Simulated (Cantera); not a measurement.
An isothermal, constant-pressure homogeneous reactor starts with H2 : O2 = 0.25 : 1 (molar parts), equivalence ratio 0.12, at 973 K and 2000 Pa.

Model: the H2/O2 subset of GRI-Mech 3.0, which has no nitrogen chemistry, integrated in Cantera. Radical loss at walls, strong at low pressure, is not modelled. The temperature is held fixed by assumption; the heat of reaction is taken as removed at once.

x: mole fraction; the columns are a selection and need not sum to one.

```json
[
 {"t (s)": "1.00e-6", "x H2": "0.200", "x O2": "0.800", "x OH": "<1e-12", "x HO2": "1.09e-12", "x O": "<1e-12", "x H2O": "<1e-12"},
 {"t (s)": "5.76e-6", "x H2": "0.200", "x O2": "0.800", "x OH": "<1e-12", "x HO2": "6.28e-12", "x O": "<1e-12", "x H2O": "<1e-12"},
 {"t (s)": "3.31e-5", "x H2": "0.200", "x O2": "0.800", "x OH": "2.78e-12", "x HO2": "3.63e-11", "x O": "4.00e-12", "x H2O": "2.03e-12"},
 {"t (s)": "0.000191", "x H2": "0.200", "x O2": "0.800", "x OH": "4.57e-11", "x HO2": "2.13e-10", "x O": "1.11e-10", "x H2O": "1.90e-10"},
 {"t (s)": "0.00110", "x H2": "0.200", "x O2": "0.800", "x OH": "3.88e-8", "x HO2": "8.25e-9", "x O": "1.04e-7", "x H2O": "3.23e-7"},
 {"t (s)": "0.00632", "x H2": "0.00601", "x O2": "0.762", "x OH": "0.00307", "x HO2": "2.69e-5", "x O": "0.0113", "x H2O": "0.203"},
 {"t (s)": "0.0364", "x H2": "0.000126", "x O2": "0.778", "x OH": "0.000212", "x HO2": "4.98e-6", "x O": "0.000150", "x H2O": "0.222"},
 {"t (s)": "0.210", "x H2": "3.83e-6", "x O2": "0.778", "x OH": "4.45e-5", "x HO2": "3.56e-7", "x O": "6.11e-6", "x H2O": "0.222"},
 {"t (s)": "1.21", "x H2": "(withheld)", "x O2": "0.778", "x OH": "(withheld)", "x HO2": "(withheld)", "x O": "(withheld)", "x H2O": "0.222"},
 {"t (s)": "6.95", "x H2": "1.09e-8", "x O2": "0.778", "x OH": "4.58e-6", "x HO2": "4.48e-9", "x O": "6.49e-8", "x H2O": "0.222"},
 {"t (s)": "40.0", "x H2": "1.53e-9", "x O2": "0.778", "x OH": "1.79e-6", "x HO2": "8.83e-10", "x O": "9.95e-9", "x H2O": "0.222"}
]
```

**Question.** Some entries are withheld; supply them.

**Answer.** 
- 1.21, x H2: 1.16e-7
- 1.21, x OH: 1.28e-5
- 1.21, x HO2: 3.23e-8
- 1.21, x O: 5.03e-7
